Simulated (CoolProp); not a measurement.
Vapour-liquid equilibrium of cyclopropane (1) + R134a (2) at 328.6 K; x and y are mole fractions of (1).

Model: multi-fluid Helmholtz-energy mixture model, Polt 1992 and Tillner-Roth 1994; pair parameters Bell 2016, in CoolProp. This equation is an older, rougher fit; its heat capacities, sound speeds and derivatives of the liquid may be far off and weren't checked against measurements.

| x | bubble pressure (MPa) | y at the bubble point | dew pressure at overall composition x (MPa) | liquid density (mol/L) |
|---|---|---|---|---|
| 0.05 | 1.605 | 0.088 | 1.563 | 10.57 |
| 0.125 | 1.727 | 0.195 | 1.647 | 10.61 |
| 0.2 | 1.822 | 0.280 | 1.733 | 10.67 |
| 0.275 | 1.892 | 0.350 | 1.817 | 10.75 |
| 0.35 | 1.941 | 0.409 | 1.893 | 10.86 |
| 0.425 | 1.971 | 0.462 | 1.952 | 11.01 |
| 0.5 | 1.985 | 0.510 | 1.983 | 11.20 |
| 0.575 | 1.982 | 0.556 | 1.977 | 11.43 |
| 0.65 | 1.964 | 0.604 | 1.932 | 11.70 |
| 0.725 | 1.928 | 0.655 | 1.859 | 12.02 |
| 0.8 | 1.869 | 0.716 | 1.770 | 12.38 |
| 0.875 | 1.779 | 0.793 | 1.676 | 12.77 |
| 0.95 | 1.645 | 0.900 | 1.583 | 13.19 |

y crosses x between x = 0.5 and 0.575: the model has an azeotrope there.

The pair parameters rest on a limited set of measurements; away from them the model extrapolates.
